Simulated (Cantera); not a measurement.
An isothermal plug-flow reactor at 925 K and 5.00 bar (inlet), inlet velocity 0.41 m/s, active area per volume 360 1/m; feed 0.598 % H2, 8.62 % O2, 90.8 % N2.

Model: Deutschmann's 1995 Pt surface mechanism with GRI-Mech 3.0 gas chemistry, integrated in Cantera. Catalytic surfaces can have several steady states; this one follows from the mechanism file's or the stated starting coverage. Mass transfer to the wall is taken as infinitely fast.

x: gas mole fraction; θ: surface coverage.

```json
[
 {"z (m)": "3.4e-05", "x H2": "0.00507", "x O2": "0.0858", "x H2O": "?", "θ free Pt": "0.143", "θ O*": "0.854", "θ OH*": "0.00272"},
 {"z (m)": "7.3e-05", "x H2": "0.00427", "x O2": "0.0854", "x H2O": "?", "θ free Pt": "0.130", "θ O*": "0.868", "θ OH*": "0.00275"},
 {"z (m)": "0.00016", "x H2": "0.00306", "x O2": "0.0849", "x H2O": "?", "θ free Pt": "0.111", "θ O*": "0.886", "θ OH*": "0.00278"},
 {"z (m)": "0.00034", "x H2": "0.00170", "x O2": "0.0842", "x H2O": "?", "θ free Pt": "0.0935", "θ O*": "0.904", "θ OH*": "0.00277"},
 {"z (m)": "0.00073", "x H2": "0.000576", "x O2": "0.0837", "x H2O": "?", "θ free Pt": "0.0815", "θ O*": "0.916", "θ OH*": "0.00275"},
 {"z (m)": "0.0016", "x H2": "6.39e-5", "x O2": "0.0835", "x H2O": "0.00593", "θ free Pt": "0.0767", "θ O*": "0.921", "θ OH*": "0.00274"},
 {"z (m)": "0.0034", "x H2": "7.57e-7", "x O2": "0.0834", "x H2O": "0.00599", "θ free Pt": "0.0761", "θ O*": "0.921", "θ OH*": "0.00274"}
]
```

**Question.** What belongs in the gaps?

**Answer.** 
- 3.4e-05, x H2O: 0.000909
- 7.3e-05, x H2O: 0.00171
- 0.00016, x H2O: 0.00292
- 0.00034, x H2O: 0.00428
- 0.00073, x H2O: 0.00542
